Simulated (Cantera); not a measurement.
A counterflow diffusion flame at 1.01 bar, nozzles 20 mm apart: fuel side 97.0 % CH₄, 3.01 % C₂H₆ at 623 K, oxidiser side 21.0 % O₂, 79.0 % N₂ at 823 K, fuel mass flux 0.94 times the oxidiser's; mixture-averaged transport, no radiation.

Cantera simulation using GRI-Mech 3.0 (53 species, 325 reactions); the numbers are that mechanism's predictions, not measurements. GRI-Mech 3.0 has no aromatics or soot, which form on the fuel side of real flames. The maximum strain rate includes the flame's own expansion and is several times the mean.

x: mole fraction; the columns are a selection and need not sum to one.

```
oxidiser flux (kg/m²/s)  max strain (1/s)  mean strain (1/s)  T max (K)  peak x OH  peak x H  peak x NO  peak x CO  peak x C₂H₂
-----------------------  ----------------  -----------------  ---------  ---------  --------  ---------  ---------  -----------
0.25                                  261               65.7       2267     0.0114   0.00595   0.000441     0.0702       0.0210
0.32                                  327               84.2       2255     0.0114   0.00615   0.000414     0.0690       0.0203
0.4                                   402                105       2246     0.0114   0.00634   0.000391     0.0681       0.0197
0.51                                  503                134       2236     0.0113   0.00654   0.000366     0.0671       0.0190
0.64                                  621                168       2227     0.0113   0.00674   0.000342     0.0665       0.0185
0.8                                   764                210       2217     0.0112   0.00692   0.000317     0.0659       0.0178
1                                     940                263       2207     0.0111   0.00706   0.000291     0.0653       0.0171
1.3                                  1200                342       2194     0.0109   0.00721   0.000258     0.0647       0.0163
1.6                                     …                421       2182     0.0107   0.00729          …     0.0644       0.0155
2                                       …                526       2167     0.0104   0.00734          …     0.0640       0.0146
```

Q: Fill in the missing entries.

A: 
- 1.6, max strain (1/s): 1450
- 1.6, peak x NO: 0.000230
- 2, max strain (1/s): 1790
- 2, peak x NO: 0.000199
